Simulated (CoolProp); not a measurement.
Vapour-liquid equilibrium of propane (1) + isohexane (2) at 3.96 bar; x and y are mole fractions of (1).

Model: multi-fluid Helmholtz-energy mixture model, Lemmon 2009 and Lemmon 2006; pair parameters Bell 2016, in CoolProp.

```csv
x,bubble temperature (K),y at the bubble point,dew temperature at overall composition x (K),liquid density (mol/L)
0.05,366.4,0.345,…,6.853
0.15,338.3,0.718,376.7,7.472
0.25,318.8,0.863,371.6,8.022
0.35,305.4,0.926,366.1,8.535
0.45,…,0.956,360.0,9.040
0.55,…,0.973,353.0,…
0.65,282.1,0.984,344.9,…
0.75,277.1,0.990,334.8,10.64
0.85,…,0.995,321.1,11.22
0.95,269.1,0.999,297.9,11.84
```

**Question.** Fill in the missing entries.

**Answer.** 
- 0.05, dew temperature at overall composition x (K): 381.4
- 0.45, bubble temperature (K): 295.5
- 0.55, bubble temperature (K): 288.0
- 0.55, liquid density (mol/L): 9.553
- 0.65, liquid density (mol/L): 10.08
- 0.85, bubble temperature (K): 272.9

No azeotrope shows between x = 0.05 and 0.95.

Pair parameters are fitted to limited data, so mixtures are less certain than the pure fluids.
